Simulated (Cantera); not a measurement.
An isothermal, constant-pressure homogeneous reactor starts with CH₂O : O₂ : N₂ = 0.004 : 0.0012 : 1 (molar parts), at 1600 K and 430000 Pa.

Computed with Cantera and GRI-Mech 3.0 (53 species, 325 reactions).

One state of this run: x CH₂O = 1.40e-11; x O₂ = 9.61e-12; x HO₂ = <1e-12; x N₂O = 2.02e-11; x O = 2.88e-11; x OH = 4.70e-8; x H₂O = 0.00163. x: mole fraction; the columns are a selection and need not sum to one.

Which value of t (s) does it belong to?
(A) 4.80
(B) 16.7
(C) 0.400
(D) 0.000800

C, 0.400
